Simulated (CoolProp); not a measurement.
Values from CoolProp's reference Helmholtz-energy equation of state, Thol 2019.

Task: For n-hexane, give the phase and the Z, Prandtl number, fugacity coefficient at 183.3 K and 0.101 MPa; 246.2 K and 0.101 MPa; 340.5 K and 0.101 MPa.

Result: 
- 183.3 K and 0.101 MPa: liquid; Z 0.00758, Prandtl number 21.4, fugacity coefficient 2.57e-5
- 246.2 K and 0.101 MPa: liquid; Z 0.00607, Prandtl number 8.14, fugacity coefficient 0.0117
- 340.5 K and 0.101 MPa: liquid; Z 0.00500, Prandtl number 4.62, fugacity coefficient 0.918

Viscosity comes from a separate model (Michailidou 2013). Thermal conductivity comes from a separate model (Assael 2013).
